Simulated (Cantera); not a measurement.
**Thermodynamics of tantalum, niobium, vanadium and zirconium in process gases, feed Zr + N2**

Charge: 1 mol Zr, 31 mol N2, held at 2550 K and 13.3 mbar.

Equilibrium computed with Cantera from the NASA thermochemical tables; the gas is ideal and each condensed phase is pure. Candidate condensed phases: Zr, ZrN; 4 gas species. ZrN: taken at fixed stoichiometry. Rates play no part.

| Property | Value |
|---|---|
| x(N2) | 1.000 |
| x(Zr) | 6.75e-6 |
| x(N) | 3.99e-6 |
| n(ZrN(s)) | 1.000 mol |
| gas amount | 30.50 mol |
| log10 activity of Zr(l) (absent) | -1.73 |
